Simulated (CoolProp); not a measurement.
Vapour-liquid equilibrium of p-xylene (1) + n-undecane (2) at 161.15 °C; x and y are mole fractions of (1).

Values from CoolProp's multi-fluid Helmholtz-energy mixture model, Zhou 2012 and Aleksandrov 2011; pair parameters Bell 2016.

| x | bubble pressure, mixture model (MPa) | bubble pressure, Raoult's law (MPa) | y, mixture model | y, Raoult's law |
|---|---|---|---|---|
| 0.05 | 0.04613 | 0.04683 | 0.175 | 0.192 |
| 0.125 | 0.05574 | 0.05733 | 0.366 | 0.392 |
| 0.2 | 0.06554 | 0.06782 | 0.504 | 0.530 |
| 0.275 | 0.07551 | 0.07832 | 0.607 | 0.631 |
| 0.35 | 0.08566 | 0.08881 | 0.688 | 0.708 |
| 0.425 | 0.09598 | 0.09931 | 0.752 | 0.769 |
| 0.5 | 0.1065 | 0.1098 | 0.805 | 0.819 |
| 0.575 | 0.1171 | 0.1203 | 0.849 | 0.859 |
| 0.65 | 0.1279 | 0.1308 | 0.885 | 0.893 |
| 0.725 | 0.1388 | 0.1413 | 0.917 | 0.922 |
| 0.8 | 0.1499 | 0.1518 | 0.944 | 0.948 |
| 0.875 | 0.1611 | 0.1623 | 0.967 | 0.969 |
| 0.95 | 0.1723 | 0.1728 | 0.988 | 0.988 |

The largest gap from Raoult's law is -3.6 % in bubble pressure, at x = 0.275. No azeotrope shows between x = 0.05 and 0.95.

Pair parameters are fitted to limited data, so mixtures are less certain than the pure fluids.
